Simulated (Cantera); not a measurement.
Gas mixture: 36.1 % N2, 17.5 % C2H4, 37.6 % H2, 8.75 % NH3, at 470 Pa, frozen composition.

Cantera's kinetic-theory transport with the Lennard-Jones parameters of GRI-Mech 3.0, ideal gas; thermal conductivity in the multicomponent form. Polar gases are described roughly by these parameters. The composition is frozen, though it would react at the higher temperatures.

One state of this run: ρ (kg/m³) = 0.000849; cp (J/kg/K) = 2687; μ (µPa s) = 39.4; λ (mW/m/K) = 195; Pr = 0.543; D (cm²/s) H2O = 741; D (cm²/s) OH = 877; D (cm²/s) CO2 = 479. D: mixture-averaged diffusion coefficient of that species in the mixture.

Q: Which value of T (K) does it belong to?
A) 1150
B) 1000
C) 850
D) 700

A: A, 1150
